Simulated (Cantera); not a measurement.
## Ignition delay

Mixture: CH4 : CO : O2 : N2 = 1 : 0.13 : 1.38 : 5.18 (molar parts), at 760 Torr, adiabatic and at constant volume. Ignition delay is the time to a rise of 400 K.

Detailed kinetics in Cantera: GRI-Mech 3.0 (53 species, 325 reactions).

```csv
T0 (K),delay (ms)
1198,62.3
1248,30.1
1298,15.1
1348,7.83
1398,4.20
1448,2.34
1498,1.35
```

| Quantity | Result |
|---|---|
| apparent activation energy between 1398 and 1498 K | 200 kJ/mol |
